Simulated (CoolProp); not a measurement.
A simple Rankine cycle with trans-2-butene: condensing at 310.15 K, boiler at 3.11 MPa, turbine inlet 428.2 K, turbine efficiency 0.8, pump efficiency 0.6, no recuperator. Each further row changes one setting.

Model: reference Helmholtz-energy equation of state, Lemmon 2005, in CoolProp. It is a short technical equation, of lower accuracy than the large ones.

```tsv
case	thermal efficiency (%)	net work (kJ/kg)	heat in (kJ/kg)	turbine exit temperature (K)	volume ratio over the turbine
as stated	14.5	73.6	509	347.6	11.1
turbine inlet 448.2 K	14.6	82.9	566	373.1	10.2
condensing temperature 302.15 K	15.6	82.3	528	341.4	13.9
boiler pressure 2.18 MPa	13.0	70.8	545	368.3	6.83
turbine efficiency 0.7	12.5	63.4	509	353.1	11.3
```
